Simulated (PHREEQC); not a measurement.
A solution holds 0.13 mol MnSO4, 0.012 mol H2SO4 and 0.041 mol NaCl per kg of water, at 25 °C. Closed to the air; pH follows from the charge balance.

Equilibrium calculation in PHREEQC: ion-association model, wateq4f.dat.

**Question.** The ionic strength comes out as 0.334 mol/kgw. What activity coefficients do Mn+2, Cl-, NaSO4-, HSO4-, MnCl+ get?

**Answer.** Mn+2 0.28, Cl- 0.67, NaSO4- 0.71, HSO4- 0.69, MnCl+ 0.71.

Precipitation was switched off in this run.
